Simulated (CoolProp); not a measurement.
Model: reference Helmholtz-energy equation of state, Wagner 2002, in CoolProp.

### Question
For water, give the phase and the Joule-Thomson coefficient (K/MPa), conductivity (mW/(m K)), Prandtl number at 308.05 °C and 6.01 bar; 492.35 °C and 0.552 bar.

### Answer
- 308.05 °C and 6.01 bar: gas; Joule-Thomson coefficient 11.7, conductivity 45.2, Prandtl number 0.948
- 492.35 °C and 0.552 bar: gas; Joule-Thomson coefficient 5.13, conductivity 65.6, Prandtl number 0.916

Viscosity comes from a separate model (Huber 2009). Thermal conductivity comes from a separate model (Huber 2012).
